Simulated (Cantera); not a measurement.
# Transport properties of process gases

Gas mixture: 80.2 % O₂, 19.8 % CO₂, at 100.0 Torr, frozen composition.

Cantera's kinetic-theory transport with the Lennard-Jones parameters of GRI-Mech 3.0, ideal gas; thermal conductivity in the multicomponent form.

| T (K) | ρ (kg/m³) | cp (J/kg/K) | μ (µPa s) | λ (mW/m/K) | Pr | D (cm²/s) CH₄ | D (cm²/s) NH₃ | D (cm²/s) H₂ |
|---|---|---|---|---|---|---|---|---|
| 400 | 0.138 | 940.5 | 24.1 | 31.9 | 0.711 | 2.71 | 2.73 | 9.62 |
| 550 | 0.100 | 1002 | 30.6 | 42.9 | 0.714 | 4.73 | 4.95 | 16.5 |
| 700 | 0.0787 | 1055 | 36.3 | 53.5 | 0.716 | 7.16 | 7.66 | 24.6 |
| 850 | 0.0648 | 1096 | 41.5 | 63.4 | 0.716 | 9.96 | 10.8 | 34.0 |
| 1000 | 0.0551 | 1127 | 46.3 | 72.7 | 0.717 | 13.1 | 14.4 | 44.6 |
| 1150 | 0.0479 | 1149 | 50.8 | 81.4 | 0.717 | 16.6 | 18.3 | 56.2 |
D: mixture-averaged diffusion coefficient of that species in the mixture.
